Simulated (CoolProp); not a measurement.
cis-2-butene along the isobar 0.209 MPa: fugacity coefficient from the reference equation and from simpler models built on Tc = 435.8 K, pc = 4.236 MPa, ω = 0.202; each cubic takes its own stable root.

The numbers come from the reference Helmholtz-energy equation of state, Lemmon 2005 in CoolProp. It is a short technical equation, of lower accuracy than the large ones.

| T (K) | phase | reference | van der Waals | Redlich-Kwong | Soave-Redlich-Kwong |
|---|---|---|---|---|---|
| 179.3 | liquid | 0.0009671 | 0.1326 | 0.001968 | 0.0009980 |
| 213.7 | liquid | 0.01854 | 0.4792 | 0.03506 | 0.01854 |
| 248.1 | liquid | 0.1378 | 0.9466 | 0.2315 | 0.1376 |
| 282.5 | liquid | 0.5730 | 0.9600 | 0.8516 | 0.5768 |
| 316.9 | gas | 0.9504 | 0.9692 | 0.9593 | 0.9563 |
| 351.2 | gas | 0.9652 | 0.9756 | 0.9692 | 0.9675 |
| 385.6 | gas | 0.9745 | 0.9804 | 0.9763 | 0.9754 |
| 420 | gas | 0.9807 | 0.9840 | 0.9814 | 0.9811 |
| 454.4 | gas | 0.9851 | 0.9868 | 0.9852 | 0.9854 |
| 488.8 | gas | 0.9883 | 0.9890 | 0.9880 | 0.9886 |

At some of these states van der Waals gives the other phase, because its saturation line lies elsewhere.
